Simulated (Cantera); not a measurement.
Input: 1 mol SiH₄, 0.49 mol NH₃, 1.4 mol N₂, held at 1100 Pa.

Cantera equilibrium calculation (NASA polynomials, part measured and part estimated; ideal gas, pure solids and liquids). Candidate condensed phases: Si, Si₃N₄; 18 gas species. The tables' values for SiN are old estimates; treat these amounts as uncertain. Gases not in the tables: Si₂H₆ and higher silanes. Equilibrium is a limit: real reactors are often held back by kinetics, nucleation or transport.

x: gas mole fraction; n: condensed amount in mol.

```json
[
 {"T (°C)": "1002", "x H₂": "0.737", "x N₂": "0.263", "x H": "6.03e-6", "x Si": "3.46e-12", "x SiH": "2.97e-12", "x SiH₂": "7.17e-11", "n Si₃N₄(s)": "0.333", "n Si(l)": "0"},
 {"T (°C)": "1052", "x H₂": "0.737", "x N₂": "0.263", "x H": "___", "x Si": "___", "x SiH": "___", "x SiH₂": "___", "n Si₃N₄(s)": "0.333", "n Si(l)": "0"},
 {"T (°C)": "1102", "x H₂": "0.737", "x N₂": "0.263", "x H": "2.80e-5", "x Si": "4.00e-10", "x SiH": "2.03e-10", "x SiH₂": "2.04e-9", "n Si₃N₄(s)": "0.333", "n Si(l)": "0"},
 {"T (°C)": "1152", "x H₂": "0.736", "x N₂": "0.263", "x H": "5.58e-5", "x Si": "3.34e-9", "x SiH": "1.34e-9", "x SiH₂": "9.11e-9", "n Si₃N₄(s)": "0.333", "n Si(l)": "0"},
 {"T (°C)": "1202", "x H₂": "0.736", "x N₂": "0.263", "x H": "0.000106", "x Si": "2.41e-8", "x SiH": "7.74e-9", "x SiH₂": "3.67e-8", "n Si₃N₄(s)": "0.333", "n Si(l)": "0"},
 {"T (°C)": "1252", "x H₂": "0.736", "x N₂": "0.263", "x H": "0.000194", "x Si": "1.53e-7", "x SiH": "3.98e-8", "x SiH₂": "1.35e-7", "n Si₃N₄(s)": "0.333", "n Si(l)": "0"},
 {"T (°C)": "1302", "x H₂": "0.736", "x N₂": "0.263", "x H": "0.000340", "x Si": "8.58e-7", "x SiH": "1.84e-7", "x SiH₂": "4.54e-7", "n Si₃N₄(s)": "0.333", "n Si(l)": "0"},
 {"T (°C)": "1352", "x H₂": "0.736", "x N₂": "0.263", "x H": "0.000577", "x Si": "4.32e-6", "x SiH": "7.75e-7", "x SiH₂": "1.42e-6", "n Si₃N₄(s)": "0.333", "n Si(l)": "0"},
 {"T (°C)": "1402", "x H₂": "0.736", "x N₂": "0.263", "x H": "0.000950", "x Si": "1.98e-5", "x SiH": "2.99e-6", "x SiH₂": "4.14e-6", "n Si₃N₄(s)": "0.333", "n Si(l)": "0"},
 {"T (°C)": "1452", "x H₂": "0.735", "x N₂": "0.263", "x H": "___", "x Si": "___", "x SiH": "___", "x SiH₂": "___", "n Si₃N₄(s)": "0.333", "n Si(l)": "0"},
 {"T (°C)": "1502", "x H₂": "0.622", "x N₂": "0.375", "x H": "0.00218", "x Si": "0.000200", "x SiH": "2.03e-5", "x SiH₂": "1.56e-5", "n Si₃N₄(s)": "0", "n Si(l)": "0.999"},
 {"T (°C)": "1552", "x H₂": "0.621", "x N₂": "0.375", "x H": "0.00331", "x Si": "0.000413", "x SiH": "3.63e-5", "x SiH₂": "2.21e-5", "n Si₃N₄(s)": "0", "n Si(l)": "0.998"}
]
```

Problem. What belongs in the gaps?

Solution. 
- 1452, x H: 0.00152
- 1452, x Si: 8.26e-5
- 1452, x SiH: 1.06e-5
- 1452, x SiH₂: 1.13e-5
- 1052, x H: 1.34e-5
- 1052, x Si: 4.08e-11
- 1052, x SiH: 2.66e-11
- 1052, x SiH₂: 4.08e-10
